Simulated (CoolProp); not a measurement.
Saturated liquid density (kg/m³) of CH2F2 (R32): the reference equation beside estimates from Tc = 78.1 °C, pc = 5.783 MPa, ω = 0.277. Rackett uses Z = 0.29056 − 0.08775 ω.

Model: reference Helmholtz-energy equation of state, Tillner-Roth 1997, in CoolProp.

```tsv
T (°C)	reference	Rackett	van der Waals	Soave-Redlich-Kwong	Peng-Robinson
-81.15	1291	1112	657.2	1000.0	1126
-65.05	1249	1077	638.2	___	1096
-48.85	1205	1041	___	939.3	1061
-32.75	1159	1002	595.8	903.5	1022
-16.65	___	961.2	572.0	863.2	978.2
-0.55	1057	916.9	545.8	817.3	927.2
15.55	998.8	868.1	516.4	764.2	___
31.75	931.9	___	___	701.0	795.3
```

Q: Some entries are withheld; supply them.

A: 
- -65.05, Soave-Redlich-Kwong: 971.3
- -48.85, van der Waals: 617.8
- -16.65, reference: 1110
- 15.55, Peng-Robinson: 867.4
- 31.75, Rackett: 812.4
- 31.75, van der Waals: 482.5

Absolute difference from the reference over all 8 rows, mean and median: Rackett 13.4 and 13.5 %, van der Waals 48.6 and 48.5 %, Soave-Redlich-Kwong 22.8 and 22.4 %, Peng-Robinson 12.6 and 12.3 %.
